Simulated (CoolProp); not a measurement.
n-perfluorohexane at 410.6 K and 8.61 MPa is throttled through a valve to 1.63 MPa with no heat exchange. Each further row changes one setting.

Computed with CoolProp (reference Helmholtz-energy equation of state, Gao 2022).

```csv
case,temperature change (K),final phase,final density (kg/m³)
as stated,…,liquid,…
outlet pressure 0.489 MPa,…,"two-phase, vapour fraction 0.430",141
outlet pressure 2.12 MPa,…,liquid,1290
```

Question: Some entries are withheld; supply them.

Answer: 
- as stated, temperature change (K): -1.0
- as stated, final density (kg/m³): 1280
- outlet pressure 0.489 MPa, temperature change (K): -24.3
- outlet pressure 2.12 MPa, temperature change (K): -0.8
